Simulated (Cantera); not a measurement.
What does this Cantera script print?

```python
import numpy as np
import cantera as ct

gas = ct.Solution("gri30.yaml")
gas.TPX = 1550, 3000000, {'CH4': 1, 'CO': 0.6, 'O2': 3.97, 'N2': 14.9}
reactor = ct.IdealGasConstPressureReactor(gas, energy="on", clone=False)
net = ct.ReactorNet([reactor])
net.rtol, net.atol = 1e-08, 1e-16
show = ['CH4', 'CO', 'O2', 'C2H2', 'CH2O', 'C2H4']
times = np.geomspace(9e-06, 0.6, 16)

steps = ct.SolutionArray(gas, extra=["t"])
rows = []
print(f"{'t/s':>10s}{'T/K':>9s}{'P/Pa':>11s}" + "".join(f"{s:>11s}" for s in show))
for t in times:
    while net.time < t:
        t_next = net.step()
        steps.append(gas.state, t=t_next)
    rows.append([np.interp(t, steps.t, y) for y in (steps.T, steps.P, *steps(*show).X.T)])
    print(f"{t:10.3e}{rows[-1][0]:9.1f}{rows[-1][1]:11.4g}" + "".join(f"{x:11.3e}" for x in rows[-1][2:]))
rate = np.gradient(steps.T, steps.t)
print("integrator steps:", len(steps.t))
if steps.T.max() > steps.T[0] + 200:
    print(f"time of steepest temperature rise: {steps.t[rate.argmax()]:.4e} s")
gas.TPX = 1550, 3000000, {'CH4': 1, 'CO': 0.6, 'O2': 3.97, 'N2': 14.9}
gas.equilibrate("HP")
print(f"equilibrium (HP): T = {gas.T:.1f} K  " + "  ".join(f"{s} {gas[s].X[0]:.3e}" for s in show))
```

Output:

```
       t/s      T/K       P/Pa        CH4         CO         O2       C2H2       CH2O       C2H4
 9.000e-06   1550.9      3e+06  4.858e-02  2.928e-02  1.938e-01  8.491e-10  1.019e-04  2.728e-06
 1.887e-05   1556.9      3e+06  4.746e-02  2.928e-02  1.930e-01  4.514e-08  5.111e-04  3.572e-05
 3.958e-05   1799.0      3e+06  2.199e-02  4.082e-02  1.626e-01  8.975e-05  2.647e-03  1.856e-03
 8.299e-05   2679.7      3e+06  2.875e-17  4.295e-03  8.141e-02  5.588e-21  4.180e-11  4.875e-26
 1.740e-04   2675.3      3e+06  2.784e-17  4.244e-03  8.018e-02  4.974e-21  4.088e-11  4.422e-26
 3.649e-04   2668.1      3e+06  2.651e-17  4.162e-03  7.818e-02  4.458e-21  3.943e-11  4.010e-26
 7.653e-04   2659.4      3e+06  2.493e-17  4.065e-03  7.577e-02  3.891e-21  3.774e-11  3.551e-26
 1.605e-03   2653.5      3e+06  2.390e-17  4.001e-03  7.415e-02  3.544e-21  3.665e-11  3.268e-26
 3.365e-03   2652.1      3e+06  2.367e-17  3.986e-03  7.377e-02  3.467e-21  3.640e-11  3.204e-26
 7.056e-03   2652.1      3e+06  2.366e-17  3.986e-03  7.376e-02  3.465e-21  3.639e-11  3.202e-26
 1.480e-02   2652.1      3e+06  2.366e-17  3.986e-03  7.376e-02  3.465e-21  3.639e-11  3.202e-26
 3.103e-02   2652.1      3e+06  2.366e-17  3.986e-03  7.376e-02  3.465e-21  3.639e-11  3.202e-26
 6.507e-02   2652.1      3e+06  2.366e-17  3.986e-03  7.376e-02  3.465e-21  3.639e-11  3.202e-26
 1.364e-01   2652.1      3e+06  2.366e-17  3.986e-03  7.376e-02  3.465e-21  3.639e-11  3.202e-26
 2.861e-01   2652.1      3e+06  2.366e-17  3.986e-03  7.376e-02  3.465e-21  3.639e-11  3.202e-26
 6.000e-01   2652.1      3e+06  2.366e-17  3.986e-03  7.376e-02  3.465e-21  3.639e-11  3.202e-26
integrator steps: 1782
time of steepest temperature rise: 4.0946e-05 s
equilibrium (HP): T = 2652.1 K  CH4 3.338e-17  CO 3.986e-03  O2 7.376e-02  C2H2 3.967e-21  CH2O 3.639e-11  C2H4 3.936e-26
```

Detailed kinetics in Cantera: GRI-Mech 3.0 (53 species, 325 reactions). The pressure lies above the range GRI-Mech 3.0 was tuned for (to about 10 atm).
